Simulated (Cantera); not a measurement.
Feed: 1 mol CS₂, 0.14 mol H₂O, 0.5 mol N₂, equilibrated at 0.133 bar.

These are equilibrium values from Cantera (NASA tables, ideal gas, pure condensed phases), not measurements of a reactor. Candidate condensed phases: C, C₆H₆, C₇H₈, C₈H₁₈, H₂O, H₂SO₄, S; 150 gas species. Gases not in the tables: S₃ to S₇. Equilibrium is a limit: real reactors are often held back by kinetics, nucleation or transport.

log p: log10 of the partial pressure in bar; n: condensed amount in mol.

| T (K) | log p CS₂ | log p N₂ | log p S₂ | log p CS | log p CO | log p H₂S | log p H₂ | log p COS | n C(graphite) |
|---|---|---|---|---|---|---|---|---|---|
| 1023 | -1.20 | -1.41 | -2.07 | -7.31 | -2.08 | -2.00 | -2.99 | -2.59 | ___ |
| 1123 | -1.20 | -1.41 | -2.03 | -6.31 | -2.02 | -2.06 | -2.66 | -2.91 | 0.0440 |
| 1223 | -1.20 | -1.41 | -1.99 | -5.48 | -1.99 | -2.15 | -2.43 | -3.21 | 0.0412 |
| 1323 | -1.20 | -1.42 | -1.96 | -4.78 | -1.98 | -2.27 | -2.27 | -3.47 | 0.0391 |
| 1423 | -1.20 | -1.42 | -1.94 | -4.17 | -1.98 | -2.41 | -2.17 | -3.70 | 0.0381 |
| 1523 | -1.21 | -1.42 | -1.92 | -3.65 | -1.98 | -2.56 | -2.11 | -3.90 | 0.0380 |
| 1623 | -1.21 | -1.42 | -1.90 | -3.19 | -1.98 | -2.70 | -2.08 | -4.08 | 0.0372 |
| 1723 | -1.22 | -1.43 | -1.89 | -2.79 | -1.98 | -2.85 | -2.05 | -4.24 | ___ |
| 1823 | -1.23 | -1.43 | -1.89 | -2.44 | -1.99 | -2.99 | -2.05 | -4.38 | ___ |
| 1923 | -1.26 | -1.44 | -1.88 | -2.14 | -1.99 | -3.12 | -2.05 | -4.51 | 0 |
| 2023 | -1.31 | -1.45 | -1.82 | -1.92 | -2.00 | -3.22 | -2.06 | -4.60 | 0 |

Question: Fill in the missing entries.

Answer: 
- 1023, n C(graphite): 0.0480
- 1723, n C(graphite): 0.0330
- 1823, n C(graphite): 0.0207
